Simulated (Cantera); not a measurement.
An adiabatic, constant-volume homogeneous reactor starts with 13.1 % C₃H₈, 23.5 % O₂, 63.4 % N₂, equivalence ratio 2.8, at 1600 K and 97000 Pa.

Computed with Cantera and GRI-Mech 3.0 (53 species, 325 reactions). GRI-Mech 3.0 was tuned for natural gas; its chemistry of propane as a main component is partial and can be far from experiment.

One state of this run: T (K) = 2696; P (bar) = 2.57; x C₃H₈ = <1e-12; x O₂ = 1.75e-6; x H₂O = 0.0416; x H₂O₂ = 9.18e-10; x C₂H₂ = 2.62e-11. x: mole fraction; the columns are a selection and need not sum to one.

Question: Which value of t (s) does it belong to?
A) 0.000169
B) 2.00e-6
C) 0.132
D) 1.84e-5

Answer: C, 0.132
